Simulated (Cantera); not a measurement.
What does this Cantera script print?

```python
import numpy as np
import cantera as ct

gas_names = """
    N NO NO2 NO3 N2 N2O O O2 O3 V VN VO VO2
""".split()
cond_names = """
    V(cr) V(L) VN(s) VO(s) VO(L) V2O3(s) V2O3(L) V2O4(I) V2O4(II) V2O4(L) V2O5(s) V2O5(L)
""".split()


# ... load() reads the species with a 1 bar reference pressure and builds the phases ...
atoms = {
    'V': {'V': 1},
    'O2': {'O': 2},
    'N2': {'N': 2},
}
top_T = {'VN(s)': 2300}  # K; cautious upper limits of use, not melting points


# ... equilibrate(T, P, feed) seeds the gas with the atoms and calls Mixture.equilibrate('TP', solver="vcs", rtol=1e-11, max_steps=5000) ...
results = []
feed = {'V': 1, 'O2': 0.23, 'N2': 7.9}  # mol
T = 1923.15  # K
P = 100000  # Pa
mix = equilibrate(T, P, feed)
results.append((T, P, feed, dict(zip(mix.species_names, mix.species_moles))))
print(gas.report(threshold=0.001))
for i in range(1, mix.n_phases):
    print(f"{mix.phase(i).name:16s} {mix.phase_moles(i):12.5e} mol")
```

It prints:

```
       temperature   1923.2 K
          pressure   1e+05 Pa
           density   0.1752 kg/m^3
  mean mol. weight   28.014 kg/kmol
   phase of matter   gas

                          1 kg             1 kmol
                     ---------------   ---------------
          enthalpy        1.9037e+06        5.3329e+07  J
   internal energy        1.3329e+06        3.7339e+07  J
           entropy            8946.8        2.5064e+05  J/K
    Gibbs function       -1.5302e+07       -4.2868e+08  J
 heat capacity c_p            1280.1             35861  J/K
 heat capacity c_v            983.31             27546  J/K

                      mass frac. Y      mole frac. X     chem. pot. / RT
                     ---------------   ---------------   ---------------
                N2           0.99999                 1           -26.809
     [  +12 minor]        5.6563e-06        2.0397e-06

V(cr)             0.00000e+00 mol
VN(s)             5.40011e-01 mol
VO(s)             4.59974e-01 mol
V2O3(s)           0.00000e+00 mol
V2O4(L)           0.00000e+00 mol
V2O5(L)           0.00000e+00 mol
```

Equilibrium computed with Cantera from the NASA thermochemical tables; the gas is ideal and each condensed phase is pure. Mutual solubility and eutectic melting of coexisting phases are not modelled. VN, VO: taken at fixed stoichiometry. Condensed phases not in the tables: solid solutions among these carbides, nitrides and lower oxides, V2N.
